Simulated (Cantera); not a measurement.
Cantera run, input and output.

```python
import numpy as np
import cantera as ct

surf = ct.Interface("ptcombust.yaml", "Pt_surf")
gas = surf.adjacent["gas"]
gas.TPX = 975, 330000, {'CO': 0.0044, 'O2': 0.012, 'N2': 0.79}
surf.TP = 975, 330000
reactor = ct.FlowReactor(gas, clone=False)
reactor.area = 0.0001  # m2
reactor.surface_area_to_volume_ratio = 3900  # 1/m
reactor.mass_flow_rate = 4.2 * reactor.area * gas.density  # inlet velocity 4.2 m/s
reactor.energy_enabled = False
wall = ct.ReactorSurface(surf, reactor, clone=False)
net = ct.ReactorNet([reactor])
net.rtol, net.atol = 1e-8, 1e-16
show, cover = ['CO', 'O2', 'H2O', 'CO2'], ['PT(S)', 'H(S)', 'O(S)', 'OH(S)', 'CO(S)', 'C(S)']

rows = []
print(f"{'z/m':>9s}{'u/(m/s)':>9s}" + "".join(f"{s:>13s}" for s in show + cover))
for z in [4.6e-05, 7.7e-05, 0.00013, 0.00022, 0.00036, 0.0006, 0.001, 0.0017, 0.0028, 0.0046]:
    net.advance(z)
    rows.append([reactor.speed, *gas[show].X, *surf[cover].coverages])
    print(f"{z:9.4g}{rows[-1][0]:9.3g}" + "".join(f"{x:13.4e}" for x in rows[-1][1:]))
```

Result:

```
      z/m  u/(m/s)           CO           O2          H2O          CO2        PT(S)         H(S)         O(S)        OH(S)        CO(S)         C(S)
  4.6e-05     4.19   9.4833e-04   1.2654e-02  -3.9644e-35   4.5203e-03   7.9579e-01   5.5513e-23   1.4013e-01   1.7733e-20   6.4076e-02   3.1603e-11
  7.7e-05     4.19   3.2300e-04   1.2346e-02  -3.0263e-35   5.1474e-03   2.5287e-01   7.1720e-28   7.4654e-01   1.5682e-21   5.8620e-04   1.7245e-14
  0.00013     4.19   1.2720e-04   1.2249e-02  -1.7006e-35   5.3437e-03   2.2828e-01  -1.5358e-25   7.7153e-01  -1.3883e-21   1.8260e-04   4.6923e-15
  0.00022     4.19   3.1485e-05   1.2202e-02  -1.0687e-33   5.4397e-03   2.1962e-01   9.0527e-24   7.8034e-01   2.3303e-20   4.1406e-05   1.0120e-15
  0.00036     4.19   3.9223e-06   1.2188e-02   2.9435e-33   5.4673e-03   2.1739e-01  -3.1589e-25   7.8261e-01  -2.0976e-21   5.0406e-06   1.2160e-16
   0.0006     4.19   1.1386e-07   1.2186e-02   9.3673e-35   5.4712e-03   2.1709e-01   3.4484e-26   7.8291e-01   2.4836e-22   1.4587e-07   3.5127e-18
    0.001     4.19   3.1360e-10   1.2186e-02   3.0098e-37   5.4713e-03   2.1708e-01   8.0918e-26   7.8292e-01   5.8243e-22   4.0172e-10   9.6734e-21
   0.0017     4.19   1.0394e-14   1.2186e-02  -3.1720e-33   5.4713e-03   2.1708e-01   1.5884e-25   7.8292e-01   1.1415e-21   1.3216e-14   3.1629e-25
   0.0028     4.19  -1.6222e-16   1.2186e-02   4.2500e-35   5.4713e-03   2.1708e-01   2.3465e-25   7.8292e-01   1.6892e-21   5.8993e-29   3.5651e-31
   0.0046     4.19  -1.6222e-16   1.2186e-02  -8.0661e-36   5.4713e-03   2.1708e-01   3.6001e-25   7.8292e-01   2.5916e-21   5.1069e-29   3.0865e-31
```

Detailed kinetics in Cantera: Deutschmann's 1995 Pt surface mechanism with GRI-Mech 3.0 gas chemistry. Catalytic surfaces can have several steady states; this one follows from the mechanism file's or the stated starting coverage. Mass transfer to the wall is taken as infinitely fast.
